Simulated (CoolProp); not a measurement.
A Linde-Hampson liquefier for ethane: isothermal reversible compression at 320 K from 1 atm to 5 MPa, throttling to 1 atm, return gas leaving the recuperator 10 K below the feed. Each further row changes one setting.

Model: reference Helmholtz-energy equation of state, Bücker 2006, in CoolProp.

```tsv
case	liquid yield per pass	compression work (kJ/kg of gas)
as stated	0.154	315
as stated	0.154	315
high pressure 10 MPa	0.418	338
warm-end temperature 350 K	0.089	354
warm-end gap 15 K	0.142	315
high pressure 10 MPa	0.418	338
warm-end temperature 350 K	0.089	354
warm-end gap 15 K	0.142	315
```
